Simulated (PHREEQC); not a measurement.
# Phosphoric acid bath: speciation

Make-up at 20 °C: 0.055 mol/kgw NaH2PO4, 0.21 mol/kgw HF and 4e-06 mol/kgw H4SiO4. Closed to the air; pH follows from the charge balance.

All values are PHREEQC results (ion-association model, phreeqc.dat), not measurements.

```
Quantity                  Result
----------------  --------------
pH                          2.13
ionic strength    0.0633 mol/kgw
density              1.005 g/cm³
total alkalinity     -210 meq/kg
```

```csv
species,molality,activity,log γ
HF,0.164,0.166,0.006
Na+,0.0546,0.0444,-0.090
H2PO4-,0.0302,0.0246,-0.088
H3PO4,0.0248,0.0252,0.006
F-,0.0207,0.0164,-0.099
HF2-,0.0124,0.0101,-0.092
H+,0.00872,0.00737,-0.073
```

Precipitation was switched off in this run. Species that the database lacks are ignored. SiF6-2 is the database's only silicon fluoride.
